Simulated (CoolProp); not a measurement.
Vapour-liquid equilibrium of methanol (1) + toluene (2) at 99.05 °C; x and y are mole fractions of (1).

Computed with CoolProp (multi-fluid Helmholtz-energy mixture model, de Reuck 1993 and Lemmon 2006; pair parameters Bell 2016).

```csv
x,bubble pressure (kPa),y at the bubble point,dew pressure at overall composition x (kPa),liquid density (mol/L)
0.05,152.4,0.527,76.22,8.838
0.15,238.5,0.706,85.78,9.404
0.25,274.6,0.751,97.22,10.06
0.35,290.4,0.770,111.9,10.84
0.45,299.3,0.782,131.7,11.77
0.55,306.9,0.795,159.9,12.88
0.65,315.3,0.814,203.2,14.24
0.75,324.7,0.844,273.7,15.91
0.85,334.0,0.890,326.3,17.99
0.95,341.1,0.957,262.1,20.63
```

No azeotrope shows between x = 0.05 and 0.95.

The pair parameters rest on a limited set of measurements; away from them the model extrapolates. With so large a gap from Raoult's law the liquid may split in two, which this calculation doesn't test in full.
